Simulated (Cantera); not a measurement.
**Hydrocarbon pyrolysis for carbon deposition**

An isothermal, constant-pressure homogeneous reactor starts with C₂H₄ : H₂ = 1 : 5 (molar parts), at 1173 K and 1.30 bar.

Model: GRI-Mech 3.0 (53 species, 325 reactions), integrated in Cantera. GRI-Mech 3.0 was tuned for natural gas; its chemistry of ethylene as a main component is partial and can be far from experiment. GRI-Mech 3.0 stops at C3 and has no aromatics, soot or wall deposition, so with more carbon than oxygen in the feed, carbon stays in small species such as C2H2 where larger ones or solid carbon would form.

```
t (s)     x C₂H₄   x H₂     x CH₄     x C₂H     x CH₃     x CH₂
--------  ------  -----  --------  --------  --------  --------
8.00e-6    0.167  0.833    <1e-12    <1e-12    <1e-12    <1e-12
2.73e-5    0.167  0.833    <1e-12    <1e-12    <1e-12    <1e-12
9.32e-5    0.167  0.833    <1e-12    <1e-12    <1e-12    <1e-12
0.000318   0.167  0.833  4.56e-12    <1e-12    <1e-12    <1e-12
0.00109    0.167  0.833  1.83e-10    <1e-12  1.40e-12    <1e-12
0.00371    0.167  0.833   7.83e-9    <1e-12  1.85e-11    <1e-12
0.0126     0.167  0.833   9.03e-7    <1e-12   1.10e-9    <1e-12
0.0432     0.154  0.830   0.00144    <1e-12   3.87e-7    <1e-12
0.147      0.129  0.815    0.0245  1.14e-12   1.56e-6  1.91e-12
0.503      0.106  0.780    0.0863  1.37e-12   3.15e-6  2.80e-12
1.72      0.0730  0.724     0.184    <1e-12   4.52e-6  2.78e-12
5.86      0.0393  0.667     0.284    <1e-12   4.42e-6  1.72e-12
20.0      0.0156  0.626     0.354    <1e-12   3.15e-6    <1e-12
```
x: mole fraction; the columns are a selection and need not sum to one.

Equilibrium at this temperature and pressure: C₂H₄ 0.00103, H₂ 0.602, CH₄ 0.397, C₂H <1e-12, CH₃ 1.01e-6, CH₂ <1e-12 (gas phase only).
